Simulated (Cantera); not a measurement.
What does this Cantera script print?

```python
import numpy as np
import cantera as ct

gas_names = """
    CL CL2 H HCL H2 N NH NH2 NH3 N2 N2H2 N2H4 Si SiCL SiCL2 SiCL3 SiCL4 SiH SiHCL3 SiH2 SiH2CL2 SiH3
    SiH3CL SiH4 SiN Si2 Si2N Si3
""".split()
cond_names = """
    NH4CL(a) NH4CL(b) Si(cr) Si(L) Si3N4(a)
""".split()


# ... load() reads the species with a 1 bar reference pressure and builds the phases ...
atoms = {
    'Si3N4': {'Si': 3, 'N': 4},
    'HCl': {'H': 1, 'CL': 1},
}
top_T = {'Si3N4(a)': 2400}  # K; cautious upper limits of use, not melting points


# ... equilibrate(T, P, feed) seeds the gas with the atoms and calls Mixture.equilibrate('TP', solver="vcs", rtol=1e-11, max_steps=5000) ...
results = []
T = 850  # K
P = 4.3  # Pa
for m in [9.1, 15, 20, 25, 31, 36, 42, 47, 53, 58, 63, 69]:
    feed = {'Si3N4': 1, 'HCl': m}  # mol
    mix = equilibrate(T, P, feed)
    results.append((T, P, feed, dict(zip(mix.species_names, mix.species_moles))))
    x = sorted(zip(gas.X, gas.species_names), reverse=True)
    print(f"T = {T:g} K  P = {P:g} Pa  n(HCl) = {m:g} mol  gas = {mix.phase_moles(0):.4g} mol")
    print("   x: " + "  ".join(f"{s} {v:.3e}" for v, s in x if v > 1e-05))
    print("   condensed (mol): " + ("  ".join(f"{mix.phase(i).name} {mix.phase_moles(i):.4g}"
          for i in range(1, mix.n_phases) if mix.phase_moles(i) > 1e-12) or "none"))
```

Result:

```
T = 850 K  P = 4.3 Pa  n(HCl) = 9.1 mol  gas = 8.725 mol
   x: HCL 5.268e-01  H2 2.580e-01  SiCL4 1.289e-01  N2 8.605e-02  SiHCL3 1.048e-04  SiCL3 5.630e-05
   condensed (mol): Si3N4(a) 0.6246
T = 850 K  P = 4.3 Pa  n(HCl) = 15 mol  gas = 14.38 mol
   x: HCL 5.268e-01  H2 2.580e-01  SiCL4 1.289e-01  N2 8.605e-02  SiHCL3 1.048e-04  SiCL3 5.630e-05
   condensed (mol): Si3N4(a) 0.3812
T = 850 K  P = 4.3 Pa  n(HCl) = 20 mol  gas = 19.18 mol
   x: HCL 5.268e-01  H2 2.580e-01  SiCL4 1.289e-01  N2 8.605e-02  SiHCL3 1.048e-04  SiCL3 5.630e-05
   condensed (mol): Si3N4(a) 0.1749
T = 850 K  P = 4.3 Pa  n(HCl) = 25 mol  gas = 24 mol
   x: HCL 5.418e-01  H2 2.499e-01  SiCL4 1.248e-01  N2 8.333e-02  SiHCL3 9.554e-05  SiCL3 5.217e-05
   condensed (mol): none
T = 850 K  P = 4.3 Pa  n(HCl) = 31 mol  gas = 30 mol
   x: HCL 6.334e-01  H2 1.999e-01  SiCL4 9.991e-02  N2 6.667e-02  SiHCL3 5.233e-05  SiCL3 3.195e-05
   condensed (mol): none
T = 850 K  P = 4.3 Pa  n(HCl) = 36 mol  gas = 35 mol
   x: HCL 6.858e-01  H2 1.714e-01  SiCL4 8.565e-02  N2 5.714e-02  SiHCL3 3.552e-05  SiCL3 2.342e-05
   condensed (mol): none
T = 850 K  P = 4.3 Pa  n(HCl) = 42 mol  gas = 41 mol
   x: HCL 7.317e-01  H2 1.463e-01  SiCL4 7.313e-02  N2 4.878e-02  SiHCL3 2.426e-05  SiCL3 1.731e-05
   condensed (mol): none
T = 850 K  P = 4.3 Pa  n(HCl) = 47 mol  gas = 46 mol
   x: HCL 7.609e-01  H2 1.304e-01  SiCL4 6.518e-02  N2 4.348e-02  SiHCL3 1.854e-05  SiCL3 1.401e-05
   condensed (mol): none
T = 850 K  P = 4.3 Pa  n(HCl) = 53 mol  gas = 52 mol
   x: HCL 7.885e-01  H2 1.154e-01  SiCL4 5.767e-02  N2 3.846e-02  SiHCL3 1.400e-05  SiCL3 1.125e-05
   condensed (mol): none
T = 850 K  P = 4.3 Pa  n(HCl) = 58 mol  gas = 57 mol
   x: HCL 8.070e-01  H2 1.052e-01  SiCL4 5.261e-02  N2 3.509e-02  SiHCL3 1.138e-05
   condensed (mol): none
T = 850 K  P = 4.3 Pa  n(HCl) = 63 mol  gas = 62 mol
   x: HCL 8.226e-01  H2 9.676e-02  SiCL4 4.837e-02  N2 3.226e-02
   condensed (mol): none
T = 850 K  P = 4.3 Pa  n(HCl) = 69 mol  gas = 68 mol
   x: HCL 8.382e-01  H2 8.822e-02  SiCL4 4.410e-02  N2 2.941e-02
   condensed (mol): none
```

These are equilibrium values from Cantera (NASA tables, ideal gas, pure condensed phases), not measurements of a reactor. The tables' values for SiCl3 are old estimates; treat these amounts as uncertain.
